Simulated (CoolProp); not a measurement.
Vapour pressure (MPa) of tetrahydrofuran: the reference equation beside estimates from Tc = 540.2 K, pc = 5.304 MPa, ω = 0.234.

Values from CoolProp's reference Helmholtz-energy equation of state, Fiedler 2023.

```json
[
 {"T (K)": "415.8", "reference": "0.7276", "van der Waals": "1.697", "Redlich-Kwong": "…"},
 {"T (K)": "421.2", "reference": "0.8113", "van der Waals": "1.804", "Redlich-Kwong": "1.084"},
 {"T (K)": "426.7", "reference": "…", "van der Waals": "1.917", "Redlich-Kwong": "1.191"},
 {"T (K)": "432.2", "reference": "1.004", "van der Waals": "2.034", "Redlich-Kwong": "1.305"},
 {"T (K)": "437.7", "reference": "…", "van der Waals": "2.156", "Redlich-Kwong": "1.427"},
 {"T (K)": "443.2", "reference": "1.228", "van der Waals": "2.283", "Redlich-Kwong": "1.557"},
 {"T (K)": "448.7", "reference": "1.354", "van der Waals": "…", "Redlich-Kwong": "1.694"},
 {"T (K)": "454.2", "reference": "1.488", "van der Waals": "2.549", "Redlich-Kwong": "…"},
 {"T (K)": "459.7", "reference": "1.632", "van der Waals": "…", "Redlich-Kwong": "1.993"}
]
```

Q: Fill in the missing entries.

A: 
- 415.8, Redlich-Kwong: 0.9849
- 426.7, reference: 0.9037
- 437.7, reference: 1.112
- 448.7, van der Waals: 2.414
- 454.2, Redlich-Kwong: 1.839
- 459.7, van der Waals: 2.690

Absolute difference from the reference over all 9 rows, mean and median: van der Waals 96.1 and 93.9 %, Redlich-Kwong 28.5 and 28.3 %.
